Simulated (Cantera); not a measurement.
A perfectly stirred reactor is fed with 40.0 % CH₄, 60.0 % H₂O, at 5.00 bar; it is held at 1348 K, and followed from long to short residence time.

Cantera simulation using GRI-Mech 3.0 (53 species, 325 reactions); the numbers are that mechanism's predictions, not measurements.

Q: Predict: x(CH₄) at τ = 8.10 s; x(H₂O) at τ = 8.10 s; x(CO) at τ = 8.10 s; x(H) at τ = 8.10 s; x(CH₄) at τ = 16.0 ms; x(H₂O) at τ = 16.0 ms; x(CO) at τ = 16.0 ms; x(H) at τ = 16.0 ms.

A: 
| Property | Result |
|---|---|
| x(CH₄) at τ = 8.10 s | 0.270 |
| x(H₂O) at τ = 8.10 s | 0.534 |
| x(CO) at τ = 8.10 s | 0.00525 |
| x(H) at τ = 8.10 s | 3.30e-7 |
| x(CH₄) at τ = 16.0 ms | 0.399 |
| x(H₂O) at τ = 16.0 ms | 0.600 |
| x(CO) at τ = 16.0 ms | 6.97e-7 |
| x(H) at τ = 16.0 ms | 2.34e-9 |
